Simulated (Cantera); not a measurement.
A closed system holds: 1 mol ZrN, 1.5 mol H₂, held at 1625 K and 0.00590 bar.

Equilibrium computed with Cantera from the NASA thermochemical tables; the gas is ideal and each condensed phase is pure. Candidate condensed phases: Zr, ZrN; 11 gas species. ZrN: taken at fixed stoichiometry. The numbers say what is thermodynamically allowed, not how fast it happens.

Base state: H₂ 0.999, H 0.000918 (mole fractions); condensed: ZrN(s).

Q: What changes in the equilibrium state with this change: temperature from 1625 K to 1700 K?

A: 
```tsv
species	before	after
H₂	0.999	0.998
H	0.000918	0.00192
ZrN(s), mol	1.00	1.00
```

Q: What changes in the equilibrium state with this change: ZrN replaced by SiC?

A: 
```
species        before     after
-----------  --------  --------
H₂              0.999     0.999
H            0.000918  0.000918
ZrN(s), mol      1.00         0
SiC(s), mol         0     1.000
```
Further candidate phases: C, C₆H₆, C₇H₈, C₈H₁₈, Si, SiC.
